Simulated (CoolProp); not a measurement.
A single-stage vapour-compression cycle with C3F8 (R218): evaporating at 209.15 K (dew point), condensing at 229.15 K (bubble point), superheat 5 K, subcooling 0 K, compressor efficiency 0.6, no pressure losses. Each further row changes one setting.

Model: reference Helmholtz-energy equation of state, Lemmon 2006, in CoolProp. It is a short technical equation, of lower accuracy than the large ones.

| case | cooling COP | pressure ratio | discharge temperature (K) | refrigerating effect (kJ/kg) | volumetric capacity (kJ/m³) |
|---|---|---|---|---|---|
| as stated | 5.71 | 2.96 | 241.2 | 98.9 | 260 |
| evaporating temperature 214.15 K | ? | 2.21 | 239.1 | 102 | 352 |
| condensing temperature 224.15 K | ? | 2.31 | 234.9 | 104 | 272 |
| subcooling 5 K | 5.99 | 2.96 | 241.2 | 104 | 272 |
| superheat 15 K | 5.80 | 2.96 | 251.6 | 106 | 264 |
| compressor efficiency 0.5 | 4.76 | 2.96 | ? | 98.9 | 260 |

### Question
Some entries are withheld; supply them.

### Answer

- evaporating temperature 214.15 K, cooling COP: 8.00
- condensing temperature 224.15 K, cooling COP: 7.83
- compressor efficiency 0.5, discharge temperature (K): 246.0
